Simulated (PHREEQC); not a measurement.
A made-up water analysis in mg/L, 25 °C, pH 6.26, pe 8.2: Na 2.27; K 2.36; Ca 7.59; Mg 0.536; Cl 5.09; S(6) as SO4 10.8; Alkalinity as HCO3 13.6; Pb 0.0382; N(5) as NO3 0.0037; Br 0.0489; Cd 0.239; Li 0.0106.

Valence states are taken as typed.

All values are PHREEQC results (ion-association model, phreeqc.dat), not measurements.

Each row changes one thing in this solution. This is a speciation only: nothing precipitates in the calculation.

| case | CO2 (mol/kgw) | HCO3- (mol/kgw) | CaSO4 (mol/kgw) | Cd+2 (mol/kgw) | CaHCO3+ (mol/kgw) | MgSO4 (mol/kgw) | SI of Otavite (CdCO3) | SI of Pb(OH)2 (Pb(OH)2) |
|---|---|---|---|---|---|---|---|---|
| as made | 0.000266 | 0.000223 | 2.76e-6 | 2.04e-6 | 4.63e-7 | 4.22e-7 | -1.38 | -2.60 |
| temperature from 25 to 65 °C at the same typed pH | 0.000234 | 0.000222 | 3.46e-6 | 2.03e-6 | 6.18e-7 | 9.85e-7 | -1.20 | -1.44 |
| all concentrations times 3 at the same typed pH | 0.000776 | 0.000664 | 1.95e-5 | 5.76e-6 | 3.70e-6 | 2.97e-6 | -0.51 | -2.35 |
| pH from 6.26 to 6.76 at the same alkalinity | 8.39e-5 | 0.000222 | 2.76e-6 | 2.04e-6 | 4.61e-7 | 4.22e-7 | -0.89 | -1.76 |
| Li from 0.0106 to 0.0318 mg/L | 0.000266 | 0.000223 | 2.76e-6 | 2.04e-6 | 4.63e-7 | 4.22e-7 | -1.38 | -2.60 |

Species that the database lacks are ignored. At this temperature some constants are extrapolated from 25 °C, and those without enthalpy data are left unchanged.
